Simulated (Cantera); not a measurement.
A perfectly stirred reactor is fed with CO : O2 : H2O : N2 = 0.015 : 0.0021 : 0.00098 : 1 (molar parts), at 7500 Torr; it is held at 1475 K, and followed from long to short residence time.

Cantera simulation using GRI-Mech 3.0 (53 species, 325 reactions); the numbers are that mechanism's predictions, not measurements.

x: mole fraction; the columns are a selection and need not sum to one.

```csv
τ (s),x CO,x O2,x H2O,x O,x H2O2,x OH,x H
25,0.0102,4.95e-7,0.000511,1.31e-9,<1e-12,…,2.67e-6
7.0,0.0102,9.50e-7,0.000512,4.67e-9,<1e-12,…,4.97e-6
1.9,0.0102,1.86e-6,0.000515,1.73e-8,2.55e-12,…,9.38e-6
0.54,0.0102,3.56e-6,0.000520,6.15e-8,7.89e-12,…,1.73e-5
0.15,0.0102,6.95e-6,0.000529,2.28e-7,2.59e-11,…,3.20e-5
0.042,0.0102,1.38e-5,0.000545,8.61e-7,8.98e-11,…,5.83e-5
0.012,0.0103,2.83e-5,0.000572,3.33e-6,3.29e-10,…,0.000102
0.0033,0.0104,6.75e-5,0.000617,1.42e-5,1.33e-9,…,0.000169
0.00090,0.0109,0.000219,0.000691,5.83e-5,5.10e-9,…,0.000217
0.00025,0.0124,0.000889,0.000808,0.000135,1.14e-8,…,0.000142
```

### Question
What belongs in the gaps?

### Answer

- 25, x OH: 7.88e-8
- 7.0, x OH: 1.48e-7
- 1.9, x OH: 2.82e-7
- 0.54, x OH: 5.30e-7
- 0.15, x OH: 1.02e-6
- 0.042, x OH: 2.01e-6
- 0.012, x OH: 4.04e-6
- 0.0033, x OH: 8.55e-6
- 0.00090, x OH: 1.75e-5
- 0.00025, x OH: 2.50e-5
